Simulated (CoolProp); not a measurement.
R124 along the isobar 45.3 bar: fugacity coefficient from the reference equation and from simpler models built on Tc = 122.3 °C, pc = 36.24 bar, ω = 0.288; each cubic takes its own stable root.

Model: reference Helmholtz-energy equation of state, de Vries 1995, in CoolProp.

```json
[
 {"T (°C)": "-76.15", "phase": "liquid", "reference": "0.0006441"},
 {"T (°C)": "-57.35", "phase": "liquid", "reference": "0.002524"},
 {"T (°C)": "-38.55", "phase": "liquid", "reference": "0.007596"},
 {"T (°C)": "-19.75", "phase": "liquid", "reference": "0.01870"},
 {"T (°C)": "-0.95", "phase": "liquid", "reference": "0.03937"},
 {"T (°C)": "17.85", "phase": "liquid", "reference": "0.07321"},
 {"T (°C)": "36.65", "phase": "liquid", "reference": "0.1232"},
 {"T (°C)": "55.55", "phase": "liquid", "reference": "0.1913"},
 {"T (°C)": "74.35", "phase": "liquid", "reference": "0.2768"},
 {"T (°C)": "93.15", "phase": "liquid", "reference": "0.3777"}
]
```

Problem. How far does each simpler model (van der Waals, Redlich-Kwong, Peng-Robinson) lie from the reference over these 10 states: mean and median of the absolute difference, and the worst?

Solution. 
- van der Waals: mean 888.5 %, median 261.9 %, worst +4588.7 % at -76.15 °C and 45.3 bar
- Redlich-Kwong: mean 88.5 %, median 65.0 %, worst +243.0 % at -76.15 °C and 45.3 bar
- Peng-Robinson: mean 1.6 %, median 0.5 %, worst +7.8 % at -76.15 °C and 45.3 bar
